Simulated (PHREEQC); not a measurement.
Dissolve 0.052 mol CuSO4, 0.0015 mol HBF4 and 0.0022 mol Na2SO4 per kg of water at 40 °C and 100 atm. Closed to the air; pH follows from the charge balance.

The numbers come from PHREEQC with the ion-association model, phreeqc.dat.

This is a speciation only: nothing precipitates in the calculation.

Question: Order these Cu species by the share of Cu that they hold, largest first: CuF+, CuSO4, Cu+2.

Answer: Cu+2 (56 %), CuSO4 (43 %), CuF+ (0.65 %)

The pH is 3.05 and the ionic strength 0.124 mol/kgw. Complexes and solids missing from the database can't appear. Under pressure, the constants of complexes without a molar volume in the database are unreliable. Constants without temperature data keep their 25 °C values here. Real BF4- forms and hydrolyses slowly; the run takes it at equilibrium.
